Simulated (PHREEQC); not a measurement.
0.79 g of hydrous ferric oxide (600 m²/g; 0.2 weak and 0.005 strong sites per Fe, Dzombak-Morel constants, diffuse double layer) in 1 kg of water with 0.05 mol/kgw of an inert sodium salt and 0.0012 mol CuCl2 and 0.0002 mol SrCl2, at 25 °C; the pH is set by adding NaOH or the inert anion's acid. Oxygen is held at 0.21 atm. The system is closed to CO2. Nothing may precipitate in this run.

The series has 13 steps of pH, from 3 to 11.

Model: ion-association model, wateq4f.dat, run in PHREEQC.

Near which pH is half of the Cu sorbed, and on which side is more sorbed?

Near pH 5.2, with more sorbed at higher pH.

Near which pH is half of the Sr sorbed, and on which side is more sorbed?

Near pH 10.5, with more sorbed at higher pH.

At which pH does the surface charge pass through zero?

Near pH 9.9.

Along this series the solution becomes supersaturated in solids that the run did not let form, among them Cu(OH)2, Atacamite. The database's constant for dissolved Cu(OH)2 is higher than later reviews accept. The oxide is taken as insoluble; below pH 4 it would dissolve.
